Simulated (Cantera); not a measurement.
A perfectly stirred reactor is fed with H2 : O2 : N2 = 1 : 1.19 : 4.48 (molar parts), equivalence ratio 0.42, at 0.260 bar; it is adiabatic with a 373 K inlet, and is followed from long to short residence time, starting on the burning branch (τ in s: 0.23, 0.098, 0.042, 0.018, 0.0076, 0.0033, 0.0014, 0.0006, 0.00026, 0.00011, 4.7e-05, 2e-05).

Computed with Cantera and the H2/O2 subset of GRI-Mech 3.0, which has no nitrogen chemistry.

Task: Predict: blow-out, bracketed by the residence times tried; x(H2) at τ = 0.230 s; x(O2) at τ = 0.230 s; x(HO2) at τ = 0.230 s; x(H2O) at τ = 0.230 s; x(H2O2) at τ = 0.230 s; x(H2) at τ = 1.40 ms; x(O2) at τ = 1.40 ms; x(HO2) at τ = 1.40 ms; x(H2O) at τ = 1.40 ms; x(H2O2) at τ = 1.40 ms.

Result: blow-out, bracketed by the residence times tried: burning at 0.260 ms, out at 0.110 ms
x(H2) at τ = 0.230 s: 0.000295
x(O2) at τ = 0.230 s: 0.111
x(HO2) at τ = 0.230 s: 2.72e-6
x(H2O) at τ = 0.230 s: 0.161
x(H2O2) at τ = 0.230 s: 1.57e-7
x(H2) at τ = 1.40 ms: 0.00691
x(O2) at τ = 1.40 ms: 0.111
x(HO2) at τ = 1.40 ms: 1.95e-5
x(H2O) at τ = 1.40 ms: 0.147
x(H2O2) at τ = 1.40 ms: 1.64e-6
